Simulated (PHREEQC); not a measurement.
Acid mine or pickling water: an equilibrium model

A made-up water analysis in mg/kgw, 25 °C, pH 2.2, pe 12: Na 669; K 1.3; Ca 251; Mg 125; Cl 238; S(6) as SO4 2740; Zn 1.88; F 5.7; N(5) as NO3 58.6; Fe(3) 0.939; Si as SiO2 20.3.

Valence states are taken as typed.

Equilibrium calculation in PHREEQC: ion-association model, wateq4f.dat.

Each row changes one thing in this solution. Precipitation was switched off in this run.

| case | ionic strength (mol/kgw) | SO4-2 (mol/kgw) | HSO4- (mol/kgw) | Ca+2 (mol/kgw) | Mg+2 (mol/kgw) | F- (mol/kgw) | SI of Chalcedony (SiO2) | SI of Gypsum (CaSO4:2H2O) |
|---|---|---|---|---|---|---|---|---|
| as made | 0.0735 | 0.0174 | 0.00551 | 0.00385 | 0.00298 | 3.41e-5 | +0.09 | -0.35 |
| temperature from 25 to 85 °C at the same typed pH | 0.0603 | 0.00926 | 0.0135 | 0.00409 | 0.00225 | 1.17e-5 | -0.49 | -0.45 |
| Mg from 125 to 62.5 mg/kgw | 0.0718 | 0.0181 | 0.00576 | 0.00377 | 0.00146 | 3.42e-5 | +0.09 | -0.34 |
| Si from 20.3 to 40.6 mg/kgw | 0.0735 | 0.0174 | 0.00551 | 0.00385 | 0.00298 | 3.41e-5 | +0.39 | -0.35 |

Complexes and solids missing from the database can't appear. Some of these states are supersaturated (in Hematite (slow to form), Quartz (slow to form), Goethite (slow to form), for instance). Away from 25 °C the constants follow the database's enthalpies or fits; those with neither stay at their 25 °C values. SiF6-2 is the database's only silicon fluoride. Fluoro complexes past AlF4- and FeF3 are missing from the database.
